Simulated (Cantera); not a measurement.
Mixture: CH4 : H2 : O2 : N2 = 1 : 1.4 : 1.8 : 7.38 (molar parts), equivalence ratio 1.5, at 0.310 bar, adiabatic and at constant pressure. Ignition delay is the time to a rise of 400 K.

Computed with Cantera and GRI-Mech 3.0 (53 species, 325 reactions).

What does this change do: pressure from 0.310 bar to 38.0 bar?


```
quantity                                               before       after
--------------------------------------------------  ---------  ----------
delay at 1100 K                                       4.99 ms    0.702 ms
delay at 1300 K                                      0.957 ms     34.0 µs
delay at 1500 K                                      0.308 ms     6.23 µs
delay at 1700 K                                      0.133 ms     2.19 µs
apparent activation energy between 1600 and 1800 K  90 kJ/mol  110 kJ/mol
```
The pressure lies above the range GRI-Mech 3.0 was tuned for (to about 10 atm).

What does this change do: constant volume in place of constant pressure?


```
quantity                                               before      after
--------------------------------------------------  ---------  ---------
delay at 1100 K                                       4.99 ms    4.29 ms
delay at 1300 K                                      0.957 ms   0.854 ms
delay at 1500 K                                      0.308 ms   0.284 ms
delay at 1700 K                                      0.133 ms   0.124 ms
apparent activation energy between 1600 and 1800 K  90 kJ/mol  90 kJ/mol
```

What does this change do: N2 7.38 to 16 parts?


| quantity | before | after |
|---|---|---|
| delay at 1100 K | 4.99 ms | 11.2 ms |
| delay at 1300 K | 0.957 ms | 1.96 ms |
| delay at 1500 K | 0.308 ms | 0.586 ms |
| delay at 1700 K | 0.133 ms | 0.244 ms |
| apparent activation energy between 1600 and 1800 K | 90 kJ/mol | 94 kJ/mol |
